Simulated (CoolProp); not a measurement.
Vapour-liquid equilibrium of R134a (1) + R124 (2) at 31.3 kPa; x and y are mole fractions of (1).

Values from CoolProp's multi-fluid Helmholtz-energy mixture model, Tillner-Roth 1994 and de Vries 1995; pair parameters Bell 2016.

### Question
Give the bubble temperature and the first vapour's composition at x = 0.35, 0.5, 0.8. Is there an azeotrope?

### Answer
x = 0.35: 229.9 K, y = 0.529; x = 0.5: 228.1 K, y = 0.663; x = 0.8: 225.5 K, y = 0.871. No azeotrope shows between x = 0.05 and 0.95.

Pair parameters are fitted to limited data, so mixtures are less certain than the pure fluids.
